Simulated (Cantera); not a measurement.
A closed system holds: 1 mol MgSO₄, a varied amount of H₂, 1 mol H₂O, held at 1850 K and 75.0 Torr.

Method: chemical equilibrium by Gibbs-energy minimisation in Cantera with the NASA 1993 tables (ideal gas, pure condensed phases). Candidate condensed phases: H₂O, H₂SO₄, Mg, MgO, Mg(OH)₂, MgS, MgSO₄, S; 26 gas species. Rates play no part.

Q: At 0.68 mol H₂, list the 4 most abundant gas species with their mole fractions, and the condensed phases.

A: H₂O 0.589, SO₂ 0.351, O₂ 0.0558, OH 0.00287. Condensed: MgO(s).
